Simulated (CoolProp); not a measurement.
Vapour pressure (MPa) of 1-butene: the reference equation beside estimates from Tc = 146.1 °C, pc = 4.006 MPa, ω = 0.192. Clausius-Clapeyron is anchored at 54.45 °C with a constant enthalpy of vaporisation of 18.22 kJ/mol.

Values from CoolProp's reference Helmholtz-energy equation of state, Lemmon 2005. It is a short technical equation, of lower accuracy than the large ones.

| T (°C) | reference | Lee-Kesler | Clausius-Clapeyron | van der Waals | Redlich-Kwong | Soave-Redlich-Kwong | Peng-Robinson |
|---|---|---|---|---|---|---|---|
| 38.15 | 0.4348 | 0.4368 | ___ | 1.077 | 0.5648 | 0.4372 | 0.4336 |
| 43.55 | 0.5033 | 0.5060 | 0.5287 | 1.171 | 0.6450 | 0.5069 | 0.5022 |
| 48.95 | 0.5795 | 0.5830 | 0.5938 | 1.270 | 0.7330 | 0.5845 | 0.5786 |
| 54.45 | 0.6656 | 0.6700 | 0.6656 | 1.375 | 0.8308 | 0.6724 | 0.6651 |
| 59.85 | 0.7590 | ___ | 0.7419 | 1.485 | 0.9352 | 0.7679 | 0.7591 |
| 65.35 | 0.8638 | 0.8698 | 0.8256 | 1.601 | ___ | 0.8751 | 0.8647 |
| 70.75 | 0.9766 | ___ | 0.9140 | 1.722 | 1.173 | 0.9907 | ___ |
| 76.25 | 1.102 | 1.110 | 1.010 | 1.850 | 1.308 | 1.120 | 1.106 |
| 81.65 | 1.237 | 1.245 | 1.112 | 1.981 | 1.449 | 1.258 | 1.242 |
| 87.15 | 1.386 | 1.395 | 1.222 | 2.121 | 1.604 | 1.410 | 1.394 |
| 92.55 | 1.545 | 1.555 | 1.336 | 2.263 | 1.767 | 1.573 | 1.555 |
| 98.05 | ___ | 1.731 | 1.460 | ___ | 1.943 | 1.753 | 1.733 |
| 103.45 | 1.907 | 1.918 | 1.589 | 2.569 | 2.128 | 1.943 | 1.923 |
| 108.95 | 2.112 | 2.124 | 1.728 | 2.733 | ___ | 2.151 | 2.131 |

**Question.** Fill in the missing entries.

**Answer.** 
- 38.15, Clausius-Clapeyron: 0.4689
- 59.85, Lee-Kesler: 0.7642
- 65.35, Redlich-Kwong: 1.051
- 70.75, Lee-Kesler: 0.9834
- 70.75, Peng-Robinson: 0.9787
- 98.05, reference: 1.721
- 98.05, van der Waals: 2.415
- 108.95, Redlich-Kwong: 2.327

Absolute difference from the reference over all 14 rows, mean and median: Lee-Kesler 0.6 and 0.6 %, Clausius-Clapeyron 8.7 and 8.1 %, van der Waals 78.2 and 72.1 %, Redlich-Kwong 19.6 and 19.4 %, Soave-Redlich-Kwong 1.4 and 1.5 %, Peng-Robinson 0.4 and 0.3 %.
